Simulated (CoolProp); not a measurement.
Vapour-liquid equilibrium of R134a (1) + isobutane (2) at 301.8 K; x and y are mole fractions of (1).

Computed with CoolProp (multi-fluid Helmholtz-energy mixture model, Tillner-Roth 1994 and Bücker 2006; pair parameters Bell 2016).

Task: Give the bubble pressure and the first vapour's composition at x = 0.5, 0.8, 0.95. Is there an azeotrope?

Result: x = 0.5: 818.3 kPa, y = 0.636; x = 0.8: 837.2 kPa, y = 0.764; x = 0.95: 783.1 kPa, y = 0.911. y crosses x between x = 0.65 and 0.8: the model has an azeotrope there.

Pair parameters are fitted to limited data, so mixtures are less certain than the pure fluids. With so large a gap from Raoult's law the liquid may split in two, which this calculation doesn't test in full.
